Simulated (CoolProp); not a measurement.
n-pentane at 360.24 K and 0.198 MPa is throttled through a valve to 0.0595 MPa with no heat exchange. Each further row changes one setting.

Model: reference Helmholtz-energy equation of state, Thol 2019, in CoolProp.

```json
[
 {"case": "as stated", "temperature change (K)": "(withheld)", "final density (kg/m³)": "(withheld)"},
 {"case": "outlet pressure 0.0178 MPa", "temperature change (K)": "-3.4", "final density (kg/m³)": "0.435"},
 {"case": "outlet pressure 0.0774 MPa", "temperature change (K)": "(withheld)", "final density (kg/m³)": "1.91"}
]
```

Problem. Complete the blanks.

Solution. 
- as stated, temperature change (K): -2.6
- as stated, final density (kg/m³): 1.47
- outlet pressure 0.0774 MPa, temperature change (K): -2.3
